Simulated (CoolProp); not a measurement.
R404A along the isobar 2.74 bar: fugacity coefficient from the reference equation and from simpler models built on Tc = 345.3 K, pc = 37.35 bar, ω = 0.293; each cubic takes its own stable root.

Computed with CoolProp (reference Helmholtz-energy equation of state, Lemmon 2003). It is a pseudo-pure fit of the blend.

```
T (K)  phase  reference
-----  -----  ---------
293.8    gas     0.9531
302.7    gas     0.9578
311.5    gas     0.9619
320.4    gas     0.9655
329.2    gas     0.9686
338.1    gas     0.9714
346.9    gas     0.9739
355.8    gas     0.9761
364.6    gas     0.9781
373.5    gas     0.9799
382.4    gas     0.9815
391.2    gas     0.9829
400.1    gas     0.9843
```

Question: How far does each simpler model (van der Waals, Redlich-Kwong, Soave-Redlich-Kwong, Peng-Robinson) lie from the reference over these 13 states: mean and median of the absolute difference, and the worst?

Answer: 
- van der Waals: mean 0.6 %, median 0.5 %, worst +1.6 % at 293.8 K and 2.74 bar
- Redlich-Kwong: mean 0.2 %, median 0.2 %, worst +0.8 % at 293.8 K and 2.74 bar
- Soave-Redlich-Kwong: mean 0.2 %, median 0.2 %, worst +0.5 % at 293.8 K and 2.74 bar
- Peng-Robinson: mean 0.1 %, median 0.1 %, worst +0.2 % at 293.8 K and 2.74 bar
